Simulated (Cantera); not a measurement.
**Ammonia decomposition in nitride growth gas**

A perfectly stirred reactor is fed with 33.3 % NH3, 66.7 % H2, at 0.0120 bar; it is held at 1900 K, and followed from long to short residence time.

Computed with Cantera and the gas-phase N/H chemistry of the illustrative SiF4/NH3 mechanism in the Surface Chemkin manual (1991). Walls and surfaces, which speed up NH3 decomposition in real reactors, are not modelled.

```csv
τ (s),x NH3,x H2,x N2,x NH2,x NH,x N,x H
4.8,0.161,0.773,0.0643,0.000299,7.63e-6,7.07e-7,0.000513
1.5,0.247,0.720,0.0321,0.000401,8.83e-6,7.05e-7,0.000418
0.48,0.300,0.687,0.0123,0.000452,9.20e-6,6.76e-7,0.000371
0.15,0.323,0.673,0.00370,0.000455,8.64e-6,5.92e-7,0.000339
0.048,0.331,0.668,0.000802,0.000396,6.43e-6,3.78e-7,0.000286
0.015,0.333,0.667,5.54e-5,0.000221,2.03e-6,6.76e-8,0.000158
0.0048,0.333,0.667,1.39e-6,7.58e-5,2.41e-7,2.80e-9,5.42e-5
0.0015,0.333,0.667,3.29e-8,2.38e-5,2.36e-8,8.57e-11,1.70e-5
0.00048,0.333,0.667,7.96e-10,7.60e-6,2.33e-9,2.62e-12,5.46e-6
```
x: mole fraction; the columns are a selection and need not sum to one.
